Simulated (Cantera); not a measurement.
## Formation from one mole of O₂

Cantera with NASA thermochemical tables; ideal gases at 1 bar, condensed phases pure. Values are per mole of reaction as written; species without (g) are pure solids or liquids, kept so even where they would boil at 1 bar.

4 Al + O₂(g) → 2 Al₂O(g)

```
T (K)  ΔH° (kJ)  ΔS° (J/K)  ΔG° (kJ)  log10 K
-----  --------  ---------  --------  -------
1323     -368.5       93.7    -492.5    19.44
1398     -371.5       91.5    -499.4    18.66
1473     -374.5       89.4    -506.2    17.95
1548     -377.6       87.4    -512.8    17.30
1623     -380.6       85.5    -519.3    16.71
1698     -383.6       83.6    -525.6    16.17
1773     -386.7       81.9    -531.8    15.67
1848     -389.7       80.2    -537.9    15.20
1923     -392.8       78.6    -543.9    14.77
1998     -395.9       77.0    -549.7    14.37
2073     -398.9       75.5    -555.4    14.00
```

2 Pb + O₂(g) → 2 PbO(g)

```json
[
 {"T (K)": "1323", "ΔH° (kJ)": "111.2", "ΔS° (J/K)": "100.9", "ΔG° (kJ)": "-22.3", "log10 K": "0.88"},
 {"T (K)": "1398", "ΔH° (kJ)": "109.8", "ΔS° (J/K)": "99.9", "ΔG° (kJ)": "-29.8", "log10 K": "1.11"},
 {"T (K)": "1473", "ΔH° (kJ)": "108.4", "ΔS° (J/K)": "98.9", "ΔG° (kJ)": "-37.3", "log10 K": "1.32"},
 {"T (K)": "1548", "ΔH° (kJ)": "107.0", "ΔS° (J/K)": "98.0", "ΔG° (kJ)": "-44.7", "log10 K": "1.51"},
 {"T (K)": "1623", "ΔH° (kJ)": "105.7", "ΔS° (J/K)": "97.1", "ΔG° (kJ)": "-52.0", "log10 K": "1.67"},
 {"T (K)": "1698", "ΔH° (kJ)": "104.3", "ΔS° (J/K)": "96.3", "ΔG° (kJ)": "-59.3", "log10 K": "1.82"},
 {"T (K)": "1773", "ΔH° (kJ)": "102.9", "ΔS° (J/K)": "95.5", "ΔG° (kJ)": "-66.4", "log10 K": "1.96"},
 {"T (K)": "1848", "ΔH° (kJ)": "101.5", "ΔS° (J/K)": "94.7", "ΔG° (kJ)": "-73.6", "log10 K": "2.08"},
 {"T (K)": "1923", "ΔH° (kJ)": "100.1", "ΔS° (J/K)": "94.0", "ΔG° (kJ)": "-80.7", "log10 K": "2.19"},
 {"T (K)": "1998", "ΔH° (kJ)": "98.6", "ΔS° (J/K)": "93.2", "ΔG° (kJ)": "-87.7", "log10 K": "2.29"},
 {"T (K)": "2073", "ΔH° (kJ)": "97.2", "ΔS° (J/K)": "92.5", "ΔG° (kJ)": "-94.6", "log10 K": "2.38"}
]
```

2 C + O₂(g) → 2 CO(g)

```json
[
 {"T (K)": "1323", "ΔH° (kJ)": "-228.0", "ΔS° (J/K)": "173.1", "ΔG° (kJ)": "-457.0", "log10 K": "18.04"},
 {"T (K)": "1398", "ΔH° (kJ)": "-229.0", "ΔS° (J/K)": "172.4", "ΔG° (kJ)": "-470.0", "log10 K": "17.56"},
 {"T (K)": "1473", "ΔH° (kJ)": "-230.1", "ΔS° (J/K)": "171.6", "ΔG° (kJ)": "-482.9", "log10 K": "17.12"},
 {"T (K)": "1548", "ΔH° (kJ)": "-231.1", "ΔS° (J/K)": "170.9", "ΔG° (kJ)": "-495.7", "log10 K": "16.73"},
 {"T (K)": "1623", "ΔH° (kJ)": "-232.2", "ΔS° (J/K)": "170.3", "ΔG° (kJ)": "-508.5", "log10 K": "16.37"},
 {"T (K)": "1698", "ΔH° (kJ)": "-233.3", "ΔS° (J/K)": "169.6", "ΔG° (kJ)": "-521.3", "log10 K": "16.04"},
 {"T (K)": "1773", "ΔH° (kJ)": "-234.4", "ΔS° (J/K)": "169.0", "ΔG° (kJ)": "-534.0", "log10 K": "15.73"},
 {"T (K)": "1848", "ΔH° (kJ)": "-235.5", "ΔS° (J/K)": "168.3", "ΔG° (kJ)": "-546.6", "log10 K": "15.45"},
 {"T (K)": "1923", "ΔH° (kJ)": "-236.7", "ΔS° (J/K)": "167.7", "ΔG° (kJ)": "-559.2", "log10 K": "15.19"},
 {"T (K)": "1998", "ΔH° (kJ)": "-237.8", "ΔS° (J/K)": "167.1", "ΔG° (kJ)": "-571.8", "log10 K": "14.95"},
 {"T (K)": "2073", "ΔH° (kJ)": "-239.0", "ΔS° (J/K)": "166.6", "ΔG° (kJ)": "-584.3", "log10 K": "14.72"}
]
```

0.6667 Cr + O₂(g) → 0.6667 CrO₃(g)

```tsv
T (K)	ΔH° (kJ)	ΔS° (J/K)	ΔG° (kJ)	log10 K
1323	-199.2	-49.1	-134.2	5.30
1398	-199.8	-49.6	-130.5	4.87
1473	-200.4	-50.0	-126.7	4.49
1548	-201.2	-50.5	-123.0	4.15
1623	-202.0	-51.1	-119.2	3.83
1698	-203.0	-51.6	-115.3	3.55
1773	-204.0	-52.2	-111.4	3.28
1848	-205.1	-52.8	-107.5	3.04
1923	-206.3	-53.5	-103.5	2.81
1998	-207.6	-54.1	-99.5	2.60
2073	-209.0	-54.8	-95.4	2.40
```
